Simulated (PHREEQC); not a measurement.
# Acid mine or pickling water (model solution)

Model water analysis in mg/L, 25 °C, pH 1.9, pe 10.9: Na 28.3; K 76.3; Ca 214; Mg 0.896; Cl 70.5; S(6) as SO4 1790; Cu(2) 4.02.

Valence states are taken as typed.

All values are PHREEQC results (ion-association model, wateq4f.dat), not measurements.

Each row changes one thing in this solution. Precipitation was switched off in this run.

```tsv
case	ionic strength (mol/kgw)	SO4-2 (mol/kgw)	HSO4- (mol/kgw)	Ca+2 (mol/kgw)	K+ (mol/kgw)	CaSO4 (mol/kgw)	SI of Gypsum (CaSO4:2H2O)	SI of Chalcanthite (CuSO4:5H2O)
as made	0.0401	0.00973	0.00701	0.00353	0.00189	0.00167	-0.49	-4.35
K from 76.3 to 38.1 mg/L	[?]	0.00973	0.00702	0.00353	0.000945	0.00168	-0.49	-4.35
K from 76.3 to 229 mg/L	[?]	0.00971	0.00693	0.00357	[?]	0.00164	-0.50	-4.36
temperature from 25 to 50 °C at the same typed pH	0.0367	0.00730	0.00949	0.00359	0.00189	0.00156	-0.58	-4.54
all concentrations times 3 at the same typed pH	0.102	0.0301	0.0176	0.00837	[?]	0.00707	+0.14	[?]
```

Q: What belongs in the gaps?

A: 
- K from 76.3 to 38.1 mg/L, ionic strength (mol/kgw): 0.0396
- K from 76.3 to 229 mg/L, ionic strength (mol/kgw): 0.0421
- K from 76.3 to 229 mg/L, K+ (mol/kgw): 0.00568
- all concentrations times 3 at the same typed pH, K+ (mol/kgw): 0.00548
- all concentrations times 3 at the same typed pH, SI of Chalcanthite (CuSO4:5H2O): -3.71

Some of these states are supersaturated (in Gypsum, for instance). Away from 25 °C the constants follow the database's enthalpies or fits; those with neither stay at their 25 °C values.
